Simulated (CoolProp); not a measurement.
Saturation properties of toluene (Tc = 591.7 K, pc = 4.126 MPa, ω = 0.266).

Model: reference Helmholtz-energy equation of state, Lemmon 2006, in CoolProp. It is a short technical equation, of lower accuracy than the large ones.

```tsv
T (K)	p (MPa)	vapour density (kg/m³)	liquid cp (kJ/(kg K))	surface tension (mN/m)	vapour viscosity (µPa s)
320.3	___	0.3791	___	25.2	___
330.8	0.01688	0.5718	1.810	___	7.67
341.4	0.02548	0.8397	1.847	22.7	7.90
351.9	0.03722	1.196	___	21.5	8.12
362.4	___	1.663	1.923	20.3	8.35
373	0.07391	2.269	1.963	19.1	8.57
383.5	0.1006	3.030	2.002	17.9	8.79
394	0.1344	3.976	2.042	___	9.02
404.6	0.1769	5.152	___	15.6	9.24
```

Task: What belongs in the gaps?

Result: 
- 320.3, p (MPa): 0.01087
- 320.3, liquid cp (kJ/(kg K)): 1.774
- 320.3, vapour viscosity (µPa s): 7.45
- 330.8, surface tension (mN/m): 24.0
- 351.9, liquid cp (kJ/(kg K)): 1.885
- 362.4, p (MPa): 0.05298
- 394, surface tension (mN/m): 16.8
- 404.6, liquid cp (kJ/(kg K)): 2.084

It boils at 383.7 K under 1 atm.

Viscosity comes from a separate model (Avgeri 2015). Surface tension comes from a separate correlation (Mulero 2012).
